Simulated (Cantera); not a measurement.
Cantera run:

```python
import numpy as np
import cantera as ct

gas_names = """
    C2H2,acetylene H2
""".split()
cond_names = """
    C(gr)
""".split()


# ... load() reads the species with a 1 bar reference pressure and builds the phases ...
species = {s.name: s for s in load("nasa_gas.yaml", gas_names) + load("nasa_condensed.yaml", cond_names)}
# Each term lists the table entries of one substance; the one whose range holds T is used.
reactions = {
    'C2H2(g) = H2(g) + 2 C':
        [(-1, ['C2H2,acetylene']), (1, ['H2']), (2, ['C(gr)'])],
}


def pick(names, T):
    return next(species[n] for n in names if species[n].thermo.min_temp <= T <= species[n].thermo.max_temp)


results = []
for label, terms in reactions.items():
    print(label)
    print("     T/K   dH/kJ  dS/(J/K)   dG/kJ   log10 K")
    for T in [300, 1475, 1625, 1775, 1925, 2075, 2225, 2375, 2525, 2675, 2825]:
        used = [(nu, pick(names, T)) for nu, names in terms]
        dH = sum(nu * s.thermo.h(T) for nu, s in used) / 1e6
        dS = sum(nu * s.thermo.s(T) for nu, s in used) / 1e3
        dG = dH - T * dS / 1e3
        logK = -dG * 1e6 / (ct.gas_constant * T * np.log(10))
        results.append((label, T, dH, dS, dG, logK, [s.name for _, s in used]))
        print(f"{T:8g} {dH:8.1f} {dS:8.1f} {dG:8.1f} {logK:8.2f}")
```

Result:

```
C2H2(g) = H2(g) + 2 C
     T/K   dH/kJ  dS/(J/K)   dG/kJ   log10 K
     300   -228.2    -58.8   -210.6    36.66
    1475   -222.7    -51.9   -146.2     5.18
    1625   -222.1    -51.5   -138.4     4.45
    1775   -221.5    -51.2   -130.7     3.85
    1925   -221.0    -50.9   -123.1     3.34
    2075   -220.4    -50.6   -115.5     2.91
    2225   -219.9    -50.4   -107.9     2.53
    2375   -219.4    -50.1   -100.3     2.21
    2525   -218.9    -49.9    -92.8     1.92
    2675   -218.4    -49.7    -85.4     1.67
    2825   -217.8    -49.5    -77.9     1.44
```

Standard-state values (1 bar) from the NASA 1993 polynomials, evaluated with Cantera. Condensed species are held in their standard states even where they would react or evaporate.
